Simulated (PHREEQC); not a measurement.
A solution holds 5.7e-05 mol/kgw MgCl2, at 84 °C. Closed to the air; pH follows from the charge balance.

All values are PHREEQC results (ion-association model, phreeqc.dat), not measurements.

```yaml
ionic_strength: 0.000171 mol/kgw
```

```json
[
 {"species": "Cl-", "molality": "0.000114", "activity": "0.000112", "log γ": "-0.007"},
 {"species": "Mg+2", "molality": "5.70e-5", "activity": "5.32e-5", "log γ": "-0.029"},
 {"species": "H+", "molality": "5.78e-7", "activity": "5.69e-7", "log γ": "-0.007"},
 {"species": "OH-", "molality": "5.49e-7", "activity": "5.40e-7", "log γ": "-0.007"},
 {"species": "MgOH+", "molality": "2.95e-8", "activity": "2.90e-8", "log γ": "-0.007"}
]
```

Precipitation was switched off in this run. At this temperature some constants are extrapolated from 25 °C, and those without enthalpy data are left unchanged.
